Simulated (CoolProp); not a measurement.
Values from CoolProp's reference Helmholtz-energy equation of state, Thol 2014.

Q: Give the vapour pressure (MPa), liquid density (kg/m³), vapour density (kg/m³), enthalpy of vaporisation (kJ/kg) of saturated chloromethane (R40) at 236.7, 250.2, 268 K.

A: 
```
T (K)  p (MPa)  liquid density (kg/m³)  vapour density (kg/m³)  enthalpy of vaporisation (kJ/kg)
-----  -------  ----------------------  ----------------------  --------------------------------
236.7   0.0570                    1020                    1.50                               441
250.2    0.106                    1000                    2.67                               427
268      0.215                     970                    5.18                               408
```
